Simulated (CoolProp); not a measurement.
Nitrous oxide along the isotherm 350 K: fugacity coefficient from the reference equation and from simpler models built on Tc = 309.5 K, pc = 7.245 MPa, ω = 0.161; each cubic takes its own stable root.

Values from CoolProp's reference Helmholtz-energy equation of state, Lemmon 2006. It is a short technical equation, of lower accuracy than the large ones.

```tsv
p (MPa)	phase	reference
0.0573	gas	0.9982
0.0892	gas	0.9971
0.139	gas	0.9955
0.216	gas	0.9931
0.337	gas	0.9892
0.524	gas	0.9832
0.816	gas	0.9740
1.27	gas	0.9597
1.98	gas	0.9375
3.08	gas	0.9036
4.8	gas	0.8519
7.47	supercritical	0.7740
11.6	supercritical	0.6594
18.1	supercritical	0.5203
```

Problem. How far does each simpler model (Soave-Redlich-Kwong, Peng-Robinson) lie from the reference over these 14 states: mean and median of the absolute difference, and the worst?

Solution. 
- Soave-Redlich-Kwong: mean 0.6 %, median 0.1 %, worst +4.3 % at 350 K and 18.1 MPa
- Peng-Robinson: mean 0.9 %, median 0.4 %, worst -2.8 % at 350 K and 11.6 MPa
